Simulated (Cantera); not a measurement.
A Cantera script and its output.

```python
import numpy as np
import cantera as ct

surf = ct.Interface("diamond.yaml", "diamond_100")
gas, bulk = surf.adjacent["gas"], surf.adjacent["diamond"]
k = surf.kinetics_species_index(bulk.species_names[0])
cover = ["c6HH", "c6H*", "c6*H", "c6**", "c6HM", "c6B"]

rows, drift = [], 0.0
print(f"{'xH':>10s}{'um/h':>11s}" + "".join(f"{s:>11s}" for s in cover))
for v in [0.0001, 0.00024, 0.00056, 0.0013, 0.0032, 0.0076, 0.018, 0.043, 0.1]:
    T, P, xH, xCH3 = 1350, 10000, v, 0.0014
    gas.TPX = T, P, {"H": xH, "CH3": xCH3, "CH4": 0.0033, "H2": 1 - xH - xCH3 - 0.0033}
    surf.TP = bulk.TP = T, P
    surf.coverages = "c6H*:0.1, c6HH:0.9"
    surf.advance_coverages(100.0)
    before = surf.coverages
    surf.advance_coverages(100.0)
    drift = max(drift, np.max(np.abs(surf.coverages - before) / (surf.coverages + 1e-9)))
    rate = surf.net_production_rates[k] * bulk.mean_molecular_weight / bulk.density * 3.6e9
    rows.append([rate, *surf[cover].coverages])
    print(f"{v:10.4g}{rate:11.4e}" + "".join(f"{x:11.3e}" for x in rows[-1][1:]))
```

Result:

```
        xH       um/h       c6HH       c6H*       c6*H       c6**       c6HM        c6B
    0.0001 4.9602e-01  6.842e-01  2.823e-02  2.784e-01  3.200e-03  8.612e-04  1.346e-09
   0.00024 2.3511e+00  5.490e-01  3.967e-02  3.912e-01  8.796e-03  1.274e-03  6.380e-09
   0.00056 7.0230e+00  4.535e-01  4.731e-02  4.665e-01  1.825e-02  1.675e-03  1.906e-08
    0.0013 1.4879e+01  3.984e-01  5.135e-02  5.062e-01  3.034e-02  2.051e-03  4.037e-08
    0.0032 2.5817e+01  3.690e-01  5.329e-02  5.248e-01  4.230e-02  2.346e-03  7.006e-08
    0.0076 3.9562e+01  3.561e-01  5.411e-02  5.320e-01  5.000e-02  2.431e-03  1.074e-07
     0.018 6.0811e+01  3.505e-01  5.464e-02  5.349e-01  5.420e-02  2.273e-03  1.650e-07
     0.043 9.4544e+01  3.482e-01  5.531e-02  5.360e-01  5.637e-02  1.856e-03  2.566e-07
       0.1 1.3624e+02  3.473e-01  5.655e-02  5.358e-01  5.768e-02  1.290e-03  3.697e-07
```

Cantera simulation using the Harris–Goodwin 1993 mechanism for the reconstructed diamond (100) surface; the numbers are that mechanism's predictions, not measurements.
